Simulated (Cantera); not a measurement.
**Pyrogenic steam for wet oxidation**

An isothermal, constant-pressure homogeneous reactor starts with 4.91 % H₂, 5.28 % O₂, 89.8 % N₂, at 973 K and 113 Torr.

Cantera simulation using GRI-Mech 3.0 (53 species, 325 reactions); the numbers are that mechanism's predictions, not measurements. The temperature is held fixed by assumption; the heat of reaction is taken as removed at once.

| t (s) | x H₂ | x O₂ | x H₂O₂ | x O | x HO₂ | x H₂O |
|---|---|---|---|---|---|---|
| 8.00e-6 | 0.0491 | 0.0528 | <1e-12 | <1e-12 | 1.06e-12 | <1e-12 |
| 2.48e-5 | 0.0491 | 0.0528 | <1e-12 | <1e-12 | 3.33e-12 | <1e-12 |
| 7.72e-5 | 0.0491 | 0.0528 | <1e-12 | 1.03e-12 | 1.06e-11 | 1.52e-12 |
| 0.000240 | 0.0491 | 0.0528 | <1e-12 | 7.27e-12 | 3.61e-11 | 2.52e-11 |
| 0.000744 | 0.0491 | 0.0528 | <1e-12 | 1.23e-10 | 2.20e-10 | 8.26e-10 |
| 0.00231 | 0.0491 | 0.0528 | 2.00e-10 | 2.03e-7 | 2.18e-7 | 1.54e-6 |
| 0.00718 | 0.00225 | 0.0302 | 4.25e-7 | 0.000648 | 4.41e-6 | 0.0465 |
| 0.0223 | 0.000176 | 0.0290 | 2.83e-7 | 2.61e-5 | 2.19e-6 | 0.0502 |
| 0.0692 | 2.91e-5 | 0.0290 | 1.25e-7 | 3.22e-6 | 6.82e-7 | 0.0503 |
| 0.215 | 3.41e-6 | 0.0290 | 3.80e-8 | 4.22e-7 | 1.16e-7 | 0.0504 |
| 0.668 | 2.56e-7 | 0.0290 | 9.14e-9 | 6.16e-8 | 1.48e-8 | 0.0504 |
| 2.07 | 1.78e-8 | 0.0290 | 2.21e-9 | 1.23e-8 | 2.56e-9 | 0.0504 |
| 6.44 | 2.84e-9 | 0.0290 | 6.22e-10 | 3.17e-9 | 6.58e-10 | 0.0504 |
| 20.0 | 7.49e-10 | 0.0290 | 1.92e-10 | 9.34e-10 | 2.01e-10 | 0.0504 |
x: mole fraction; the columns are a selection and need not sum to one.

Equilibrium at this temperature and pressure: H₂ 2.94e-11, O₂ 0.0290, H₂O₂ 6.55e-12, O 2.99e-11, HO₂ 5.97e-11, H₂O 0.0504 (gas phase only).
